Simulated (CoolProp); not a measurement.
R124 along the isotherm 470 K: density (kg/m³) from the reference equation and from simpler models built on Tc = 395.4 K, pc = 3.624 MPa, ω = 0.288; each cubic takes its own stable root.

Values from CoolProp's reference Helmholtz-energy equation of state, de Vries 1995.

```csv
p (MPa),phase,reference,ideal gas,Soave-Redlich-Kwong,Peng-Robinson
0.0172,gas,0.6012,0.6007,0.6012,0.6013
0.0326,gas,1.140,1.139,1.140,1.141
0.0618,gas,2.165,2.158,2.165,2.166
0.117,gas,4.111,4.086,4.110,4.114
0.222,gas,7.844,7.753,7.841,7.856
0.421,gas,15.04,14.70,15.02,15.08
0.798,gas,29.10,(withheld),(withheld),29.25
1.51,gas,57.38,52.74,57.15,(withheld)
2.87,gas,118.9,100.2,(withheld),120.9
5.44,supercritical,274.6,(withheld),264.6,277.4
```

Task: What belongs in the gaps?

Result: 
- 0.798, ideal gas: 27.87
- 0.798, Soave-Redlich-Kwong: 29.04
- 1.51, Peng-Robinson: 57.93
- 2.87, Soave-Redlich-Kwong: 117.8
- 5.44, ideal gas: 190.0
